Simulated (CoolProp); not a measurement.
The numbers come from the reference Helmholtz-energy equation of state, Guder 2009 in CoolProp.

### Question
For sulfur hexafluoride, give the phase and the density (kg/m³), cv (kJ/(kg K)), isothermal compressibility (1/MPa) at 314.1 K and 45.9 bar; 355 K and 45.9 bar; 395.9 K and 45.9 bar.

### Answer
- 314.1 K and 45.9 bar: liquid; density 1230, cv 0.704, isothermal compressibility 0.0539
- 355 K and 45.9 bar: supercritical; density 349, cv 0.739, isothermal compressibility 0.364
- 395.9 K and 45.9 bar: supercritical; density 256, cv 0.761, isothermal compressibility 0.274
